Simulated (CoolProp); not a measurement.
Aqueous calcium chloride as a coolant, 19 % by mass, freezing at -16.6 °C, 1 atm.

Values from CoolProp's Melinder's fits for secondary coolants.

```csv
T (°C),conductivity (W/(m K)),Prandtl number,viscosity (mPa s),cp (kJ/(kg K))
-12.5,0.529,26.2,4.52,3.059
-8.4,0.535,22.7,3.95,3.073
-4.2,0.541,19.7,…,3.086
-0,0.547,17.3,3.05,3.099
4.2,0.553,15.2,…,3.112
8.3,…,13.5,2.42,3.124
12.5,0.565,12.1,2.18,3.135
16.7,…,10.8,1.97,3.146
20.9,…,9.77,1.79,3.156
25,0.583,8.87,1.64,3.166
29.2,0.590,8.08,1.50,3.175
33.4,0.596,7.38,1.38,…
37.6,…,6.77,1.28,3.192
```

Q: What belongs in the gaps?

A: 
- -4.2, viscosity (mPa s): 3.46
- 4.2, viscosity (mPa s): 2.70
- 8.3, conductivity (W/(m K)): 0.559
- 16.7, conductivity (W/(m K)): 0.571
- 20.9, conductivity (W/(m K)): 0.577
- 33.4, cp (kJ/(kg K)): 3.184
- 37.6, conductivity (W/(m K)): 0.602
